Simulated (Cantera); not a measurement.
What does this Cantera script print?

```python
import numpy as np
import cantera as ct

gas_names = """
    AL ALH ALN ALO ALOH ALO2 ALO2H AL2 AL2O AL2O2 H HALO HNO HNO2 HNO3 HO2 H2 H2O H2O2 N NH NH2 NH3
    NH2OH NO NO2 NO3 N2 N2H2 N2H4 N2O O OH O2 O3
""".split()
cond_names = """
    AL(cr) AL(L) ALN(s) AL2O3(a) AL2O3(L) H2O(s) H2O(L)
""".split()


# ... load() reads the species with a 1 bar reference pressure and builds the phases ...
atoms = {
    'AlN': {'AL': 1, 'N': 1},
    'O2': {'O': 2},
    'H2': {'H': 2},
}
top_T = {'ALN(s)': 2750}  # K; cautious upper limits of use, not melting points


# ... equilibrate(T, P, feed) seeds the gas with the atoms and calls Mixture.equilibrate('TP', solver="vcs", rtol=1e-11, max_steps=5000) ...
results = []
feed = {'AlN': 1, 'O2': 0.19, 'H2': 17}  # mol
P = 1000  # Pa
for T in [1175, 1275, 1375, 1475, 1575, 1675, 1775, 1875, 1975]:
    mix = equilibrate(T, P, feed)
    results.append((T, P, feed, dict(zip(mix.species_names, mix.species_moles))))

top = {s: max(r[3][s] / sum(r[3][g] for g in gas_names) for r in results) for s in gas_names}
cols = sorted((s for s in top if top[s] > 1e-05), key=lambda s: -top[s])[:7]
seen = [c for c in cond_names if any(r[3].get(c, 0) > 1e-12 for r in results)]
print("log10 of partial pressures in bar; condensed amounts in mol")
print(f"{'T/K':>10s}" + "".join(f"{s[:9]:>10s}" for s in cols + seen))
for T, P, feed, n in results:
    ng = sum(n[g] for g in gas_names)
    print(f"{T:10.4g}" + "".join(f"{np.log10(max(n[s] / ng * P / 1e5, 1e-99)):10.3f}" for s in cols)
          + "".join(f"{n.get(c, 0):10.4g}" for c in seen))
```

Result:

```
log10 of partial pressures in bar; condensed amounts in mol
       T/K        H2        N2        AL      AL2O         H       ALH      ALOH    ALN(s)  AL2O3(a)
      1175    -2.003    -4.131   -14.299   -17.262    -7.913   -14.518   -14.126    0.7467    0.1267
      1275    -2.003    -4.131   -12.067   -14.401    -7.134   -12.539   -12.495    0.7467    0.1267
      1375    -2.003    -4.131   -10.162   -11.963    -6.467   -10.852   -11.106    0.7467    0.1267
      1475    -2.003    -4.131    -8.519    -9.863    -5.889    -9.396    -9.910    0.7467    0.1267
      1575    -2.003    -4.131    -7.088    -8.035    -5.383    -8.129    -8.869    0.7465    0.1267
      1675    -2.004    -4.125    -5.832    -6.435    -4.937    -7.018    -7.957    0.7432    0.1264
      1775    -2.006    -4.053    -4.754    -5.065    -4.542    -6.070    -7.163    0.6951    0.1217
      1875    -2.021    -3.712    -3.932    -4.030    -4.194    -5.369    -6.509    0.3093   0.07107
      1975    -2.034    -3.563    -3.717    -3.800    -3.881    -5.263    -6.097         0   0.02957
```

Equilibrium computed with Cantera from the NASA thermochemical tables; the gas is ideal and each condensed phase is pure. Mutual solubility and eutectic melting of coexisting phases are not modelled. The tables' values for AlOH are old estimates; treat these amounts as uncertain. Condensed phases not in the tables: aluminium oxynitride.
